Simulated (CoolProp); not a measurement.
Methanol at 298.15 K and 1.16 MPa flows at 6.8 m/s in a round tube of 10 mm bore and 0.25 µm roughness, fully developed (64/Re and Nu = 3.66 if laminar; Colebrook and Gnielinski if turbulent). Each further row changes one setting.

The numbers come from the reference Helmholtz-energy equation of state, de Reuck 1993 in CoolProp.

```
case               Reynolds number  Darcy friction factor  pressure drop (Pa/m)  heat-transfer coefficient (W/(m² K))  mass flow (kg/h)
-----------------  ---------------  ---------------------  --------------------  ------------------------------------  ----------------
as stated                    97800                 0.0182                 33100                                   [?]              1510
velocity 13.6 m/s           196000                    [?]                   [?]                                 21600               [?]
diameter 20 mm              196000                    [?]                   [?]                                   [?]               [?]
```

### Question
Some entries are withheld; supply them.

### Answer

- as stated, heat-transfer coefficient (W/(m² K)): 11800
- velocity 13.6 m/s, Darcy friction factor: 0.0159
- velocity 13.6 m/s, pressure drop (Pa/m): 116000
- velocity 13.6 m/s, mass flow (kg/h): 3030
- diameter 20 mm, Darcy friction factor: 0.0158
- diameter 20 mm, pressure drop (Pa/m): 14400
- diameter 20 mm, heat-transfer coefficient (W/(m² K)): 10700
- diameter 20 mm, mass flow (kg/h): 6060

Viscosity comes from a separate model (Xiang 2006). Thermal conductivity comes from a separate model (Sykioti 2013).
